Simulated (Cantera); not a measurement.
A perfectly stirred reactor is fed with 22.8 % CO, 2.14 % H₂, 15.8 % O₂, 59.3 % N₂, equivalence ratio 0.79, at 1000000 Pa; it is adiabatic with a 650 K inlet, and is followed from long to short residence time, starting on the burning branch (τ in s: 0.11, 0.056, 0.03, 0.016, 0.0084, 0.0044, 0.0024, 0.0012, 0.00066, 0.00035, 0.00019, 9.9e-05, 5.2e-05).

Computed with Cantera and GRI-Mech 3.0 (53 species, 325 reactions). The hydrogen kinetics of GRI-Mech 3.0 are dated; newer H2 mechanisms differ, most at raised pressure.

x: mole fraction; the columns are a selection and need not sum to one.

```json
[
 {"τ (s)": "0.11", "T (K)": "2478", "x CO": "0.0132", "x H₂": "0.000200", "x O₂": "0.0389", "x H₂O₂": "9.60e-8", "x NO": "0.00842", "x OH": "0.00240", "x NO₂": "1.05e-5"},
 {"τ (s)": "0.056", "T (K)": "2477", "x CO": "0.0133", "x H₂": "0.000202", "x O₂": "0.0392", "x H₂O₂": "9.65e-8", "x NO": "0.00811", "x OH": "0.00241", "x NO₂": "1.02e-5"},
 {"τ (s)": "0.030", "T (K)": "2476", "x CO": "0.0135", "x H₂": "0.000205", "x O₂": "0.0395", "x H₂O₂": "9.72e-8", "x NO": "0.00762", "x OH": "0.00244", "x NO₂": "9.80e-6"},
 {"τ (s)": "0.016", "T (K)": "2475", "x CO": "0.0140", "x H₂": "0.000211", "x O₂": "0.0401", "x H₂O₂": "9.84e-8", "x NO": "[?]", "x OH": "0.00248", "x NO₂": "9.12e-6"},
 {"τ (s)": "0.0084", "T (K)": "2471", "x CO": "0.0148", "x H₂": "0.000223", "x O₂": "0.0410", "x H₂O₂": "1.00e-7", "x NO": "[?]", "x OH": "0.00256", "x NO₂": "[?]"},
 {"τ (s)": "0.0044", "T (K)": "2462", "x CO": "0.0164", "x H₂": "0.000244", "x O₂": "0.0423", "x H₂O₂": "1.04e-7", "x NO": "0.00448", "x OH": "0.00268", "x NO₂": "7.00e-6"},
 {"τ (s)": "0.0024", "T (K)": "2447", "x CO": "0.0187", "x H₂": "0.000278", "x O₂": "0.0439", "x H₂O₂": "1.09e-7", "x NO": "0.00328", "x OH": "0.00285", "x NO₂": "5.93e-6"},
 {"τ (s)": "0.0012", "T (K)": "2418", "x CO": "0.0229", "x H₂": "0.000341", "x O₂": "0.0463", "x H₂O₂": "1.22e-7", "x NO": "0.00212", "x OH": "0.00314", "x NO₂": "4.82e-6"},
 {"τ (s)": "0.00066", "T (K)": "2379", "x CO": "0.0282", "x H₂": "0.000421", "x O₂": "0.0489", "x H₂O₂": "1.42e-7", "x NO": "0.00138", "x OH": "0.00344", "x NO₂": "3.88e-6"},
 {"τ (s)": "0.00035", "T (K)": "2325", "x CO": "0.0354", "x H₂": "0.000533", "x O₂": "0.0523", "x H₂O₂": "1.77e-7", "x NO": "0.000819", "x OH": "0.00379", "x NO₂": "2.82e-6"},
 {"τ (s)": "0.00019", "T (K)": "2258", "x CO": "0.0437", "x H₂": "0.000665", "x O₂": "0.0560", "x H₂O₂": "2.30e-7", "x NO": "0.000474", "x OH": "0.00409", "x NO₂": "1.87e-6"},
 {"τ (s)": "9.9e-5", "T (K)": "2173", "x CO": "0.0542", "x H₂": "0.000825", "x O₂": "0.0606", "x H₂O₂": "3.14e-7", "x NO": "0.000261", "x OH": "0.00429", "x NO₂": "1.13e-6"},
 {"τ (s)": "5.2e-5", "T (K)": "2069", "x CO": "0.0668", "x H₂": "0.000992", "x O₂": "0.0661", "x H₂O₂": "4.49e-7", "x NO": "0.000149", "x OH": "0.00427", "x NO₂": "6.96e-7"}
]
```

Problem. Fill in the missing entries.

Solution. 
- 0.016, x NO: 0.00686
- 0.0084, x NO: 0.00577
- 0.0084, x NO₂: 8.15e-6
